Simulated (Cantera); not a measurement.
A diamond (100) surface in a fixed gas of H2 with x(CH4) = 0.0034, x(H) = 0.00086, x(CH3) = 0.0011, at 1375 K; coverages are run to steady state.

Detailed kinetics in Cantera: the Harris–Goodwin 1993 mechanism for the reconstructed diamond (100) surface.

θ: site fractions in the mechanism's names (c6HH fully hydrogenated, c6H* and c6*H radical sites, c6** diradical, c6HM methylated).

| P (Pa) | growth (µm/h) | θ c6HH | θ c6H* | θ c6*H | θ c6** | θ c6HM |
|---|---|---|---|---|---|---|
| 400 | 0.0380 | 0.419 | 0.0525 | 0.498 | 0.0292 | 3.08e-5 |
| 760 | (withheld) | 0.420 | 0.0524 | 0.497 | 0.0288 | (withheld) |
| 1400 | 0.379 | 0.420 | 0.0523 | 0.496 | 0.0283 | 0.000113 |
| 2700 | 1.15 | 0.420 | 0.0521 | 0.495 | 0.0277 | 0.000227 |
| 5200 | 3.15 | 0.420 | 0.0520 | 0.494 | 0.0269 | 0.000457 |
| 9800 | (withheld) | 0.420 | 0.0519 | 0.493 | 0.0263 | (withheld) |
| 19000 | 18.4 | 0.419 | 0.0518 | 0.491 | 0.0258 | 0.00177 |
| 35000 | 40.4 | 0.418 | 0.0516 | 0.489 | 0.0254 | 0.00327 |

Problem. What belongs in the gaps?

Solution. 
- 760, growth (µm/h): 0.126
- 760, θ c6HM: 5.96e-5
- 9800, growth (µm/h): 7.68
- 9800, θ c6HM: 0.000891
